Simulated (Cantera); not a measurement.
Mixture: 38.3 % CO, 3.30 % H₂, 10.4 % O₂, 47.9 % N₂, at 24.0 bar, adiabatic and at constant pressure. Ignition delay is the time to a rise of 400 K.

Cantera simulation using GRI-Mech 3.0 (53 species, 325 reactions); the numbers are that mechanism's predictions, not measurements. The hydrogen kinetics of GRI-Mech 3.0 are dated; newer H2 mechanisms differ, most at raised pressure. The pressure lies above the range GRI-Mech 3.0 was tuned for (to about 10 atm). Where the delays flatten at high temperature, the 400 K rule measures the pace of heat release, not the induction time.

Predict: delay at 1250 K; delay at 1350 K; delay at 1450 K; delay at 1550 K; apparent activation energy between 1500 and 1600 K.


| Item | Result |
|---|---|
| delay at 1250 K | 22.3 µs |
| delay at 1350 K | 6.34 µs |
| delay at 1450 K | 2.88 µs |
| delay at 1550 K | 1.78 µs |
| apparent activation energy between 1500 and 1600 K | 78 kJ/mol |
